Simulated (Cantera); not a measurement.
**Ammonia decomposition in nitride growth gas**

An isothermal, constant-pressure homogeneous reactor starts with NH₃ : N₂ = 1 : 8.1 (molar parts), at 1823 K and 0.0132 atm.

Computed with Cantera and the gas-phase N/H chemistry of the illustrative SiF4/NH3 mechanism in the Surface Chemkin manual (1991). Walls and surfaces, which speed up NH3 decomposition in real reactors, are not modelled.

| t (s) | x NH₃ | x N₂H₄ | x N₂H₂ | x N | x H₂ | x H | x NH |
|---|---|---|---|---|---|---|---|
| 0.000400 | 0.110 | <1e-12 | 6.03e-12 | <1e-12 | 6.64e-7 | 8.08e-8 | 5.38e-11 |
| 0.00189 | 0.110 | 1.42e-12 | 2.40e-10 | <1e-12 | 3.45e-6 | 8.10e-8 | 1.81e-9 |
| 0.00894 | 0.110 | 3.28e-11 | 6.96e-9 | 9.82e-11 | 1.71e-5 | 8.80e-8 | 6.55e-8 |
| 0.0423 | 0.110 | 7.13e-10 | 1.96e-7 | 2.33e-9 | 0.000147 | 3.22e-7 | 8.52e-7 |
| 0.200 | 0.106 | 3.60e-9 | 1.37e-6 | 9.67e-8 | 0.00432 | 6.38e-6 | 4.15e-6 |
| 0.946 | 0.0905 | 1.48e-9 | 8.51e-7 | 4.36e-7 | 0.0260 | 2.44e-5 | 5.29e-6 |
| 4.47 | 0.0514 | 4.46e-10 | 3.26e-7 | 5.87e-7 | 0.0789 | 6.97e-5 | 4.21e-6 |
| 21.1 | 0.00869 | 2.83e-11 | 2.98e-8 | 4.34e-7 | 0.137 | 0.000179 | 1.78e-6 |
| 100 | 2.92e-5 | <1e-12 | 2.50e-11 | 1.62e-7 | 0.148 | 0.000910 | 1.37e-7 |
x: mole fraction; the columns are a selection and need not sum to one.

Equilibrium at this temperature and pressure: NH₃ 1.93e-8, N₂H₄ <1e-12, N₂H₂ <1e-12, N 4.36e-10, H₂ 0.148, H 0.00145, NH 2.31e-10 (gas phase only).
